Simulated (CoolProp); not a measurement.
Saturation properties of CH3F (R41) (Tc = 317.3 K, pc = 5.906 MPa, ω = 0.200).

Values from CoolProp's reference Helmholtz-energy equation of state, Lemmon 2006. It is a short technical equation, of lower accuracy than the large ones.

```csv
T (K),p (MPa),liquid density (kg/m³),vapour density (kg/m³),enthalpy of vaporisation (kJ/kg),surface tension (mN/m)
189.8,0.07633,891.5,1.707,494.5,16.3
193.4,0.09378,884.1,2.069,489.6,15.7
197,0.1142,876.5,2.488,484.6,15.1
200.6,0.1381,868.9,2.971,479.5,14.6
204.2,0.1657,861.2,3.525,474.2,14.0
207.8,0.1974,853.4,4.156,468.9,13.5
211.4,0.2337,845.4,4.872,463.3,12.9
215,0.2749,837.3,5.682,457.7,12.4
```

It boils at 194.8 K under 1 atm.

Surface tension comes from a separate correlation (Mulero 2012).
